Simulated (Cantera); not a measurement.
Input: 1 mol SiCl₄, 110 mol N₂, held at 1477 °C and 0.110 bar.

Cantera equilibrium calculation (NASA polynomials, part measured and part estimated; ideal gas, pure solids and liquids). Candidate condensed phases: Si, Si₃N₄; 13 gas species. The tables' values for SiCl₃ are old estimates; treat these amounts as uncertain. The numbers say what is thermodynamically allowed, not how fast it happens.

Base state: N₂ 0.987, SiCl₄ 0.00581, Cl 0.00428, SiCl₃ 0.00197, SiCl₂ 0.00119, Cl₂ 3.27e-5 (mole fractions); condensed: gas only.

What changes in the equilibrium state with this change: temperature from 1477 °C to 752 °C?


```
species   before    after
-------  -------  -------
N₂         0.987    0.991
SiCl₄    0.00581  0.00901
SiCl₃    0.00197  2.80e-7
Cl       0.00428  2.40e-7
SiCl₂    0.00119    <1e-9
Cl₂      3.27e-5  2.02e-8
```

What changes in the equilibrium state with this change: SiCl₄ replaced by SiHCl₃?


| species | before | after |
|---|---|---|
| N₂ | 0.987 | 0.982 |
| SiCl₂ | 0.00119 | 0.00822 |
| HCl | 0 | 0.00795 |
| SiCl₄ | 0.00581 | 8.40e-5 |
| H₂ | 0 | 0.000484 |
| H | 0 | 1.54e-5 |
| Cl₂ | 3.27e-5 | 6.83e-8 |
| Cl | 0.00428 | 0.000195 |
Further candidate phases: NH₄Cl.

What changes in the equilibrium state with this change: pressure from 0.110 bar to 64.0 mbar?


```json
[
 {"species": "N₂", "before": "0.987", "after": "0.985"},
 {"species": "Cl", "before": "0.00428", "after": "0.00563"},
 {"species": "SiCl₄", "before": "0.00581", "after": "0.00500"},
 {"species": "SiCl₂", "before": "0.00119", "after": "0.00174"},
 {"species": "SiCl₃", "before": "0.00197", "after": "0.00221"},
 {"species": "Cl₂", "before": "3.27e-5", "after": "3.30e-5"}
]
```
